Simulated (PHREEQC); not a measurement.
Make-up at 25 °C: 0.22 mol HF, 0.032 mol H2SiF6, 0.062 mol HCl and 0.016 mol H2SO4 per kg of water. Closed to the air; pH follows from the charge balance.

Equilibrium calculation in PHREEQC: ion-association model, phreeqc.dat.

Precipitation was switched off in this run.

What pH does the model give?

pH 0.93.

In which forms is S present?

HSO4- 82 %, SO4-2 18 % of the S.

Complexes and solids missing from the database can't appear. SiF6-2 is the database's only silicon fluoride.
